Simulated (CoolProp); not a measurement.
n-undecane along the isotherm 346.85 °C: Z from the reference equation and from simpler models built on Tc = 365.7 °C, pc = 19.90 bar, ω = 0.539; each cubic takes its own stable root.

Values from CoolProp's reference Helmholtz-energy equation of state, Aleksandrov 2011. It is a short technical equation, of lower accuracy than the large ones.

```json
[
 {"p (bar)": "0.629", "phase": "gas", "reference": "0.9862"},
 {"p (bar)": "1.02", "phase": "gas", "reference": "0.9775"},
 {"p (bar)": "1.64", "phase": "gas", "reference": "0.9635"},
 {"p (bar)": "2.65", "phase": "gas", "reference": "0.9401"},
 {"p (bar)": "4.29", "phase": "gas", "reference": "0.9006"},
 {"p (bar)": "6.93", "phase": "gas", "reference": "0.8317"},
 {"p (bar)": "11.2", "phase": "gas", "reference": "0.6981"},
 {"p (bar)": "18.1", "phase": "liquid", "reference": "0.1365"},
 {"p (bar)": "29.2", "phase": "liquid", "reference": "0.2056"},
 {"p (bar)": "47.2", "phase": "liquid", "reference": "0.3140"},
 {"p (bar)": "76.3", "phase": "liquid", "reference": "0.4811"},
 {"p (bar)": "123", "phase": "liquid", "reference": "0.7356"},
 {"p (bar)": "199", "phase": "liquid", "reference": "1.127"}
]
```

**Question.** How far does each simpler model (van der Waals, Redlich-Kwong, Peng-Robinson) lie from the reference over these 13 states: mean and median of the absolute difference, and the worst?

**Answer.** 
- van der Waals: mean 29.0 %, median 11.6 %, worst +84.8 % at 346.85 °C and 18.1 bar
- Redlich-Kwong: mean 11.9 %, median 7.0 %, worst +43.4 % at 346.85 °C and 18.1 bar
- Peng-Robinson: mean 3.7 %, median 0.9 %, worst +17.9 % at 346.85 °C and 18.1 bar
